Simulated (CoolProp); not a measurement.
Isobutene along the isotherm 255.9 K: fugacity coefficient from the reference equation and from simpler models built on Tc = 418.1 K, pc = 40.16 bar, ω = 0.193; each cubic takes its own stable root.

The numbers come from the reference Helmholtz-energy equation of state, Lemmon 2005 in CoolProp. It is a short technical equation, of lower accuracy than the large ones.

```json
[
 {"p (bar)": "1.27", "phase": "liquid", "reference": "0.5093", "van der Waals": "0.9709", "Soave-Redlich-Kwong": "0.5092", "Peng-Robinson": "0.5171"},
 {"p (bar)": "2.89", "phase": "liquid", "reference": "0.2253", "van der Waals": "0.9337", "Soave-Redlich-Kwong": "0.2254", "Peng-Robinson": "0.2287"},
 {"p (bar)": "6.58", "phase": "liquid", "reference": "0.1005", "van der Waals": "0.5505", "Soave-Redlich-Kwong": "0.1006", "Peng-Robinson": "0.1019"},
 {"p (bar)": "15", "phase": "liquid", "reference": "0.04564", "van der Waals": "0.2553", "Soave-Redlich-Kwong": "0.04581", "Peng-Robinson": "0.04620"},
 {"p (bar)": "34.1", "phase": "liquid", "reference": "0.02172", "van der Waals": "0.1273", "Soave-Redlich-Kwong": "0.02192", "Peng-Robinson": "0.02190"},
 {"p (bar)": "77.5", "phase": "liquid", "reference": "0.01141", "van der Waals": "0.07416", "Soave-Redlich-Kwong": "0.01166", "Peng-Robinson": "0.01140"},
 {"p (bar)": "176", "phase": "liquid", "reference": "0.007489", "van der Waals": "0.06064", "Soave-Redlich-Kwong": "0.007849", "Peng-Robinson": "0.007322"},
 {"p (bar)": "402", "phase": "liquid", "reference": "0.008032", "van der Waals": "0.1039", "Soave-Redlich-Kwong": "0.008878", "Peng-Robinson": "0.007477"}
]
```

At some of these states van der Waals gives the other phase, because its saturation line lies elsewhere.
